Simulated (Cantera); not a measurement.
Cantera run:

```python
import numpy as np
import cantera as ct

gas_names = """
    Cr CrN CrO CrO2 CrO3 H HNO HNO2 HNO3 HO2 H2 H2O H2O2 N NH NH2 NH3 NH2OH NO NO2 NO3 N2 N2H2 N2H4 N2O
    O OH O2 O3
""".split()
cond_names = """
    Cr(cr) Cr(L) CrN(s) Cr2N(s) Cr2O3(s) Cr2O3(L) H2O(s) H2O(L)
""".split()


# ... load() reads the species with a 1 bar reference pressure and builds the phases ...
atoms = {
    'Cr2O3': {'Cr': 2, 'O': 3},
    'H2': {'H': 2},
    'N2': {'N': 2},
}
top_T = {'CrN(s)': 1900, 'Cr2N(s)': 1900}  # K; cautious upper limits of use, not melting points


# ... equilibrate(T, P, feed) seeds the gas with the atoms and calls Mixture.equilibrate('TP', solver="vcs", rtol=1e-11, max_steps=5000) ...
results = []
feed = {'Cr2O3': 1, 'H2': 820, 'N2': 7.1}  # mol
P = 1100  # Pa
for T in [1225, 1275, 1325, 1375, 1425, 1475, 1525, 1575, 1625, 1675, 1725, 1775, 1825]:
    mix = equilibrate(T, P, feed)
    results.append((T, P, feed, dict(zip(mix.species_names, mix.species_moles))))

top = {s: max(r[3][s] / sum(r[3][g] for g in gas_names) for r in results) for s in gas_names}
cols = sorted((s for s in top if top[s] > 1e-05), key=lambda s: -top[s])[:8]
seen = [c for c in cond_names if any(r[3].get(c, 0) > 1e-12 for r in results)]
print("log10 of partial pressures in bar; condensed amounts in mol")
print(f"{'T/K':>10s}" + "".join(f"{s[:9]:>10s}" for s in cols + seen))
for T, P, feed, n in results:
    ng = sum(n[g] for g in gas_names)
    print(f"{T:10.4g}" + "".join(f"{np.log10(max(n[s] / ng * P / 1e5, 1e-99)):10.3f}" for s in cols)
          + "".join(f"{n.get(c, 0):10.4g}" for c in seen))
```

Result:

```
log10 of partial pressures in bar; condensed amounts in mol
       T/K        H2        N2         H       H2O        Cr    Cr(cr)  Cr2O3(s)
      1225    -1.962    -4.025    -7.488    -5.840    -9.279   0.07244    0.9638
      1275    -1.962    -4.025    -7.114    -5.631    -8.629     0.117    0.9414
      1325    -1.963    -4.025    -6.768    -5.439    -8.028    0.1817    0.9088
      1375    -1.963    -4.025    -6.446    -5.261    -7.472    0.2722    0.8626
      1425    -1.963    -4.025    -6.147    -5.096    -6.957    0.3935    0.7991
      1475    -1.963    -4.025    -5.869    -4.942    -6.477    0.5474    0.7138
      1525    -1.963    -4.025    -5.608    -4.799    -6.030    0.7264    0.6017
      1575    -1.963    -4.025    -5.363    -4.665    -5.613    0.9014    0.4575
      1625    -1.964    -4.025    -5.134    -4.539    -5.222     0.998    0.2751
      1675    -1.965    -4.026    -4.918    -4.421    -4.855    0.8518   0.04796
      1725    -1.966    -4.026    -4.714    -4.401    -4.577         0         0
      1775    -1.966    -4.027    -4.522    -4.401    -4.578         0         0
      1825    -1.967    -4.027    -4.340    -4.402    -4.578         0         0
```

Cantera equilibrium calculation (NASA polynomials, part measured and part estimated; ideal gas, pure solids and liquids). Mutual solubility and eutectic melting of coexisting phases are not modelled.
